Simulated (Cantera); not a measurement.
Equilibrium for calcination and drying: Ca(OH)2 + H2O + CO2

Feed: 1 mol Ca(OH)2, 0.041 mol H2O, 4.1 mol CO2, equilibrated at 1580 Torr.

Method: chemical equilibrium by Gibbs-energy minimisation in Cantera with the NASA 1993 tables (ideal gas, pure condensed phases). Candidate condensed phases: C, C6H6, C7H8, C8H18, Ca, CaCO3, CaO, Ca(OH)2, H2O; 115 gas species. Mutual solubility and eutectic melting of coexisting phases are not modelled. The numbers say what is thermodynamically allowed, not how fast it happens.

| T (°C) | x CO2 | x H2O | x CO | x O2 | x H2 | x OH | x Ca(OH)2 | x H | n CaCO3(calcite) | n CaO(s) |
|---|---|---|---|---|---|---|---|---|---|---|
| 727 | 0.749 | 0.251 | 1.11e-7 | 8.10e-8 | 5.33e-8 | 3.77e-9 | <1e-12 | <1e-12 | 1.00 | 0 |
| 777 | 0.749 | 0.251 | 3.32e-7 | 2.28e-7 | 1.31e-7 | 1.24e-8 | 1.44e-12 | 2.03e-12 | 1.00 | 0 |
| 827 | 0.749 | 0.251 | 8.99e-7 | 5.89e-7 | 2.98e-7 | 3.66e-8 | 1.39e-11 | 9.74e-12 | 1.00 | 0 |
| 877 | 0.749 | 0.251 | 2.23e-6 | 1.40e-6 | 6.29e-7 | 9.86e-8 | 1.09e-10 | 4.08e-11 | 1.00 | 0 |
| 927 | 0.773 | 0.227 | 5.26e-6 | 3.13e-6 | 1.12e-6 | 2.33e-7 | 6.24e-10 | 1.44e-10 | 0.554 | 0.446 |
| 977 | 0.797 | 0.202 | 1.16e-5 | 6.60e-6 | 1.88e-6 | 5.09e-7 | 1.61e-9 | 4.57e-10 | 0 | 1.00 |
| 1027 | 0.797 | 0.202 | 2.33e-5 | 1.31e-5 | 3.36e-6 | 1.10e-6 | 4.27e-9 | 1.40e-9 | 0 | 1.00 |
| 1077 | 0.797 | 0.202 | 4.45e-5 | 2.46e-5 | 5.75e-6 | 2.25e-6 | 1.05e-8 | 3.94e-9 | 0 | 1.00 |
| 1127 | 0.797 | 0.202 | 8.12e-5 | 4.42e-5 | 9.49e-6 | 4.38e-6 | 2.44e-8 | 1.03e-8 | 0 | 1.00 |
| 1177 | 0.797 | 0.202 | 0.000142 | 7.64e-5 | 1.51e-5 | 8.14e-6 | 5.32e-8 | 2.54e-8 | 0 | 1.00 |
| 1227 | 0.797 | 0.202 | 0.000239 | 0.000127 | 2.34e-5 | 1.45e-5 | 1.10e-7 | 5.88e-8 | 0 | 1.000 |
| 1277 | 0.797 | 0.202 | 0.000388 | 0.000205 | 3.52e-5 | 2.49e-5 | 2.17e-7 | 1.29e-7 | 0 | 1.000 |
| 1327 | 0.797 | 0.202 | 0.000611 | 0.000321 | 5.17e-5 | 4.14e-5 | 4.10e-7 | 2.70e-7 | 0 | 1.000 |
x: gas mole fraction; n: condensed amount in mol.

From 727 °C to 877 °C the condensed part is CaCO3(calcite). At 927 °C the condensed part is CaCO3(calcite) + CaO(s). From 977 °C to 1327 °C the condensed part is CaO(s).
